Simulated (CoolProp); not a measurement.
R1123 at several states: density (kg/m³) from the reference equation and from simpler models built on Tc = 331.7 K, pc = 4.549 MPa, ω = 0.243; each cubic takes its own stable root.

Computed with CoolProp (reference Helmholtz-energy equation of state, Akasaka 2020).

```
T (K)  p (MPa)          phase  reference  van der Waals  Redlich-Kwong  Soave-Redlich-Kwong  Peng-Robinson
-----  -------  -------------  ---------  -------------  -------------  -------------------  -------------
244.6   0.0363            gas      1.475          1.471          1.473                1.474          1.475
471.2    0.337            gas      7.105          7.120          7.117                7.101          7.115
404.3       20  supercritical      735.5          628.4          709.8                663.2          719.7
457.2     17.4  supercritical      497.7          509.6          511.1                455.0          484.4
346.3   0.0289            gas     0.8249         0.8247         0.8249               0.8248         0.8250
222.8     10.6         liquid       1336          839.4           1197                 1228           1384
```
